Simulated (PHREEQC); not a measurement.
Brine: speciation

Dissolve 0.8 mol/kgw MgSO4 and 0.00485 mol/kgw H3BO3 at 20 °C. Closed to the air; pH follows from the charge balance.

Computed with PHREEQC (Pitzer model, pitzer.dat).

No solid was allowed to form.

Problem. Estimate the pH, activity of water.

Solution. pH 5.59; activity of water 0.985.

In brines, pH and single-ion activities rest on the MacInnes convention.
